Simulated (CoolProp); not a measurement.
2000 sccm (0 °C, 1 atm) of nitrogen bubbles through liquid ethylbenzene at 338.6 K and leaves saturated at a total pressure of 0.15 MPa (ideal gas phase). Each further row changes one setting.

Computed with CoolProp (reference Helmholtz-energy equation of state, Zhou 2012).

```tsv
case	vapour pressure (kPa)	mole fraction of vapour	delivery (mg/min)	delivery (sccm)	change of delivery for a bath 1 K warmer (%)
as stated	9.36	?	630	?	4.6
bath temperature 343.6 K	?	0.0767	?	166	4.5
total pressure 0.3 MPa	9.36	?	?	?	?
```

Problem. Fill in the missing entries.

Solution. 
- as stated, mole fraction of vapour: 0.0624
- as stated, delivery (sccm): 133
- bath temperature 343.6 K, vapour pressure (kPa): 11.5
- bath temperature 343.6 K, delivery (mg/min): 787
- total pressure 0.3 MPa, mole fraction of vapour: 0.0312
- total pressure 0.3 MPa, delivery (mg/min): 305
- total pressure 0.3 MPa, delivery (sccm): 64.4
- total pressure 0.3 MPa, change of delivery for a bath 1 K warmer (%): 4.4
